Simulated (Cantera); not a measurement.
An adiabatic, constant-volume homogeneous reactor starts with CO : H2 : CH4 : O2 : N2 = 1 : 0.62 : 0.082 : 0.609 : 4.93 (molar parts), equivalence ratio 1.6, at 1325 K and 1.10 bar. Integrator tolerance rtol = 1e-08.

Cantera simulation using GRI-Mech 3.0 (53 species, 325 reactions); the numbers are that mechanism's predictions, not measurements.

| quantity | before | after |
|---|---|---|
| time of steepest temperature rise | 66.6 µs | 0.134 ms |
| temperature at 0.600 s | 2621 K | 2553 K |
| equilibrium temperature | 2621 K | 2553 K |
| x(CO) at 0.600 s | 0.0923 (gas-phase equilibrium 0.0923) | 0.0904 (gas-phase equilibrium 0.0904) |
| x(H2) at 0.600 s | 0.0195 (gas-phase equilibrium 0.0195) | 0.0194 (gas-phase equilibrium 0.0194) |
| x(CH4) at 0.600 s | <1e-12 (gas-phase equilibrium <1e-12) | <1e-12 (gas-phase equilibrium <1e-12) |
| x(H) at 0.600 s | 0.00410 (gas-phase equilibrium 0.00410) | 0.00298 (gas-phase equilibrium 0.00298) |
| x(HO2) at 0.600 s | 4.44e-7 (gas-phase equilibrium 4.44e-7) | 2.40e-7 (gas-phase equilibrium 2.40e-7) |
| x(HCN) at 0.600 s | 1.00e-8 (gas-phase equilibrium 1.00e-8) | 1.03e-8 (gas-phase equilibrium 1.03e-8) |
| x(CH2) at 0.600 s | <1e-12 (gas-phase equilibrium <1e-12) | <1e-12 (gas-phase equilibrium <1e-12) |

Problem. Which change was made?
(A) constant pressure in place of constant volume
(B) pressure from 1.10 bar to 0.250 bar
(C) pressure from 1.10 bar to 0.950 bar
(D) initial temperature 1325 to 1200 K

Solution. D, initial temperature 1325 to 1200 K
